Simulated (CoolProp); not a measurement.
Vapour pressure (kPa) of fluorine: the reference equation beside estimates from Tc = -128.7 °C, pc = 5240 kPa, ω = 0.045. Clausius-Clapeyron is anchored at -173.55 °C with a constant enthalpy of vaporisation of 6.036 kJ/mol.

The numbers come from the reference Helmholtz-energy equation of state, de Reuck 1990 in CoolProp.

```tsv
T (°C)	reference	Lee-Kesler	Clausius-Clapeyron	Redlich-Kwong	Soave-Redlich-Kwong
-200.25	19.51	20.11	28.67	13.49	(withheld)
-193.65	51.18	52.33	65.54	40.87	51.74
-186.95	115.5	117.7	133.3	101.6	116.8
-180.25	229.8	233.4	(withheld)	(withheld)	232.4
-173.55	413.8	419.4	413.8	403.7	419.0
-166.85	(withheld)	697.1	655.2	690.5	699.0
-160.15	1079	1088	982.3	(withheld)	1096
-153.45	1607	1616	(withheld)	1649	(withheld)
-146.75	2298	2305	1941	(withheld)	2338
-140.05	3183	3188	2592	3261	3231
```

What belongs in the gaps?


- -200.25, Soave-Redlich-Kwong: 19.72
- -180.25, Clausius-Clapeyron: 244.6
- -180.25, Redlich-Kwong: 215.1
- -166.85, reference: 689.5
- -160.15, Redlich-Kwong: 1098
- -153.45, Clausius-Clapeyron: 1407
- -153.45, Soave-Redlich-Kwong: 1634
- -146.75, Redlich-Kwong: 2364

Absolute difference from the reference over all 10 rows, mean and median: Lee-Kesler 1.3 and 1.2 %, Clausius-Clapeyron 15.7 and 13.9 %, Redlich-Kwong 8.2 and 2.7 %, Soave-Redlich-Kwong 1.4 and 1.3 %.
